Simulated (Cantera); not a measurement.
**Thermal oxidation and active oxidation of silicon: Si + O₂ + N₂**

A closed system holds: 1 mol Si, 0.007 mol O₂, 28 mol N₂, equilibrated at 0.473 Torr.

These are equilibrium values from Cantera (NASA tables, ideal gas, pure condensed phases), not measurements of a reactor. Candidate condensed phases: Si, SiO₂, Si₂N₂O, Si₃N₄; 16 gas species. The tables' values for SiN are old estimates; treat these amounts as uncertain. Equilibrium is a limit: real reactors are often held back by kinetics, nucleation or transport.

| T (K) | x N₂ | x Si | x SiO | x Si₂N | x Si₂ | x SiN | x Si₃ | x N | n Si(s) | n Si(l) |
|---|---|---|---|---|---|---|---|---|---|---|
| 1675 | 0.999 | 0.000689 | 0.000499 | 2.05e-5 | 2.68e-6 | 1.14e-5 | 6.64e-7 | 1.33e-10 | 0.965 | 0 |
| 1725 | 0.998 | 0.00161 | 0.000499 | 3.95e-5 | 7.68e-6 | 2.25e-5 | 1.91e-6 | 3.62e-10 | 0 | 0.937 |
| 1775 | 0.996 | 0.00348 | 0.000498 | 6.89e-5 | 1.95e-5 | 4.17e-5 | 4.71e-6 | 9.26e-10 | 0 | 0.882 |
| 1825 | 0.992 | 0.00722 | 0.000496 | 0.000116 | 4.70e-5 | 7.43e-5 | 1.10e-5 | 2.25e-9 | 0 | 0.770 |
| 1875 | 0.985 | 0.0144 | 0.000492 | 0.000190 | 0.000108 | 0.000128 | 2.47e-5 | 5.21e-9 | 0 | 0.555 |
| 1925 | 0.971 | 0.0276 | 0.000486 | 0.000302 | 0.000237 | 0.000214 | 5.28e-5 | 1.15e-8 | 0 | 0.148 |
| 1975 | 0.966 | 0.0329 | 0.000483 | 0.000194 | 0.000206 | 0.000225 | 2.87e-5 | 2.45e-8 | 0 | 0 |
| 2025 | 0.966 | 0.0333 | 0.000483 | 9.34e-5 | 0.000132 | 0.000202 | 1.01e-5 | 5.04e-8 | 0 | 0 |
| 2075 | 0.966 | 0.0336 | 0.000483 | 4.62e-5 | 8.59e-5 | 0.000181 | 3.68e-6 | 1.00e-7 | 0 | 0 |
x: gas mole fraction; n: condensed amount in mol.

At 1675 K the condensed part is Si(s). From 1725 K to 1925 K the condensed part is Si(l). From 1975 K to 2075 K nothing is condensed. The main Si-bearing gas is Si throughout.
